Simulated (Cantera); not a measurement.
## NO annealing gas

An isothermal, constant-pressure homogeneous reactor starts with NO : N2 = 1 : 8.2 (molar parts), at 2075 K and 0.220 bar.

Model: GRI-Mech 3.0 (53 species, 325 reactions), integrated in Cantera.

| t (s) | x NO | x N2 | x N2O | x NO2 | x O | x O2 |
|---|---|---|---|---|---|---|
| 0.000100 | 0.109 | 0.891 | 4.89e-7 | 8.52e-9 | 5.23e-7 | 1.34e-9 |
| 0.000333 | 0.109 | 0.891 | 1.47e-6 | 6.86e-8 | 1.85e-6 | 1.55e-8 |
| 0.00111 | 0.109 | 0.891 | 3.62e-6 | 4.04e-7 | 7.26e-6 | 1.98e-7 |
| 0.00368 | 0.109 | 0.891 | 5.59e-6 | 1.85e-6 | 2.94e-5 | 2.93e-6 |
| 0.0123 | 0.109 | 0.891 | 5.71e-6 | 5.52e-6 | 8.85e-5 | 4.20e-5 |
| 0.0408 | 0.108 | 0.892 | 5.58e-6 | 7.91e-6 | 0.000129 | 0.000334 |
| 0.136 | 0.106 | 0.893 | 5.32e-6 | 9.40e-6 | 0.000154 | 0.00146 |
| 0.452 | 0.0972 | 0.897 | 4.44e-6 | 1.28e-5 | 0.000222 | 0.00563 |
| 1.50 | 0.0675 | 0.912 | 2.12e-6 | 1.54e-5 | 0.000371 | 0.0204 |
| 5.00 | 0.0169 | 0.937 | 2.49e-7 | 5.64e-6 | 0.000536 | 0.0456 |
x: mole fraction; the columns are a selection and need not sum to one.

Equilibrium at this temperature and pressure: NO 0.00508, N2 0.943, N2O 1.46e-7, NO2 1.80e-6, O 0.000567, O2 0.0515 (gas phase only).
